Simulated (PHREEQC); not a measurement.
Consider water at 25 °C with 0.13 mol FeCl2 per kg of water. Closed to the air; pH follows from the charge balance.

Computed with PHREEQC (ion-association model, phreeqc.dat).

Each row changes one thing in this solution. No solid was allowed to form.

```json
[
 {"case": "as made", "pH": "5.47", "ionic strength (mol/kgw)": "0.369", "Cl- (mol/kgw)": "0.250"},
 {"case": "temperature from 25 to 60 °C", "pH": "?", "ionic strength (mol/kgw)": "?", "Cl- (mol/kgw)": "0.250"},
 {"case": "diluted 100-fold with water", "pH": "6.24", "ionic strength (mol/kgw)": "?", "Cl- (mol/kgw)": "0.00260"},
 {"case": "FeCl2 replaced by AlCl3 at the same molality", "pH": "3.22", "ionic strength (mol/kgw)": "0.778", "Cl- (mol/kgw)": "0.390"},
 {"case": "FeCl2 from 0.13 to 0.013 mol/kgw", "pH": "5.83", "ionic strength (mol/kgw)": "0.0385", "Cl- (mol/kgw)": "0.0258"},
 {"case": "FeCl2 from 0.13 to 0.117 mol/kgw", "pH": "5.49", "ionic strength (mol/kgw)": "0.334", "Cl- (mol/kgw)": "0.225"},
 {"case": "FeCl2 replaced by MnCl2 at the same molality", "pH": "6.04", "ionic strength (mol/kgw)": "0.334", "Cl- (mol/kgw)": "0.231"}
]
```

**Question.** Some entries are withheld; supply them.

**Answer.** 
- temperature from 25 to 60 °C, pH: 4.98
- temperature from 25 to 60 °C, ionic strength (mol/kgw): 0.371
- diluted 100-fold with water, ionic strength (mol/kgw): 0.00389

The ionic strength passes 0.7 mol/kgw, the rough limit of the ion-association models, in FeCl2 replaced by AlCl3 at the same molality. Species that the database lacks are ignored. At this temperature some constants are extrapolated from 25 °C, and those without enthalpy data are left unchanged.
